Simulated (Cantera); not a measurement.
A perfectly stirred reactor is fed with NH₃ : N₂ = 1 : 6.8 (molar parts), at 100.0 Torr; it is held at 2175 K, and followed from long to short residence time.

Cantera simulation using the gas-phase N/H chemistry of the illustrative SiF4/NH3 mechanism in the Surface Chemkin manual (1991); the numbers are that mechanism's predictions, not measurements. Walls and surfaces, which speed up NH3 decomposition in real reactors, are not modelled.

One state of this run: x NH₃ = 0.0569; x N₂H₄ = 3.36e-9; x H = 0.000245; x N₂H₂ = 6.86e-7; x H₂ = 0.0942; x N₂ = 0.848. x: mole fraction; the columns are a selection and need not sum to one.

Q: Which value of τ (s) does it belong to?
(A) 0.010
(B) 0.13
(C) 0.024
(D) 0.056

A: D, 0.056
